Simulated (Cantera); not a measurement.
A closed system holds: 1 mol SiHCl3, 0.17 mol Cl2, 230 mol N2, equilibrated at 1302 °C and 0.180 bar.

Cantera equilibrium calculation (NASA polynomials, part measured and part estimated; ideal gas, pure solids and liquids). Candidate condensed phases: NH4Cl, Si, Si3N4; 28 gas species. The tables' values for SiCl3 are old estimates; treat these amounts as uncertain. The numbers say what is thermodynamically allowed, not how fast it happens.

Base state: N2 0.991, HCl 0.00406, SiCl2 0.00309, SiCl3 0.000747, SiCl4 0.000472, H2 0.000126, Cl 2.81e-5 (mole fractions); condensed: gas only.

### Question
What changes in the equilibrium state with this change: SiHCl3 replaced by SiH4?

### Answer
```
species          before    after
-------------  --------  -------
N2                0.991    0.991
H2             0.000126  0.00791
HCl             0.00406  0.00145
SiCl2           0.00309  9.47e-6
SiCl4          0.000472  2.93e-9
SiCl3          0.000747  1.03e-7
Cl              2.81e-5  1.27e-6
Si3N4(s), mol         0    0.333
```
